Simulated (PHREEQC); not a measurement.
Consider water at 26 °C with 0.0046 mol/kgw HCl, 0.029 mol/kgw CuSO4 and 0.1 mol/kgw CuCl2. Closed to the air; pH follows from the charge balance.

All values are PHREEQC results (ion-association model, wateq4f.dat), not measurements.

Task: The ionic strength comes out as 0.324 mol/kgw. What activity coefficients do CuCl+, SO4-2, H+, Cu+2, Cl- get?

Result: CuCl+ 0.68, SO4-2 0.24, H+ 0.78, Cu+2 0.28, Cl- 0.67.

This is a speciation only: nothing precipitates in the calculation.
